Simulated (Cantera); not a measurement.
## Silicon oxide and oxynitride deposition: Si2H6 + H2O + N2

Input: 1 mol Si2H6, 0.55 mol H2O, 9.5 mol N2, equilibrated at 2098.15 K and 10000 Pa.

Cantera equilibrium calculation (NASA polynomials, part measured and part estimated; ideal gas, pure solids and liquids). Candidate condensed phases: H2O, Si, SiO2, Si2N2O, Si3N4; 35 gas species. The feed counts by its element totals alone. The tables' values for SiN are old estimates; treat these amounts as uncertain. Gases not in the tables: Si2H6 and higher silanes. Rates play no part.

| Item | Result |
|---|---|
| x(N2) | 0.696 |
| x(H2) | 0.257 |
| x(SiO) | 0.0403 |
| x(H) | 0.00494 |
| x(Si) | 0.00131 |
| x(SiH) | 0.000114 |
| x(Si2N) | 8.64e-5 |
| x(SiN) | 7.19e-5 |
| x(SiH2) | 4.65e-5 |
| n(Si(l)) | 1.43 mol |
| gas amount | 13.65 mol |
